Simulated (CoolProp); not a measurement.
A Linde-Hampson liquefier for methane: isothermal reversible compression at 200 K from 1 atm to 30 MPa, throttling to 1 atm, return gas leaving the recuperator 2 K below the feed. Each further row changes one setting.

Computed with CoolProp (reference Helmholtz-energy equation of state, Setzmann 1991).

```tsv
case	liquid yield per pass	compression work (kJ/kg of gas)
as stated	0.506	458
high pressure 60 MPa	0.459	541
warm-end temperature 230 K	0.408	577
warm-end gap 7 K	0.499	458
```
